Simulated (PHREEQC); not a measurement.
Consider water at 25 °C with 1.7 mmol/kgw ZnSO4 and 0.87 mmol/kgw H2SO4. Closed to the air; pH follows from the charge balance.

Model: ion-association model, phreeqc.dat, run in PHREEQC.

- pH: 2.85
- ionic strength: 0.00769 mol/kgw
- specific conductance: 929 µS/cm
- total alkalinity: -1.74 meq/kg

```csv
species,molality,activity,log γ
SO4-2,0.00203,0.00142,-0.157
H+,0.00153,0.00141,-0.036
Zn+2,0.00138,0.000960,-0.156
ZnSO4,0.000318,0.000318,0.001
HSO4-,0.000212,0.000194,-0.040
Zn(SO4)2-2,5.29e-6,3.66e-6,-0.160
```

No solid was allowed to form. Species that the database lacks are ignored.
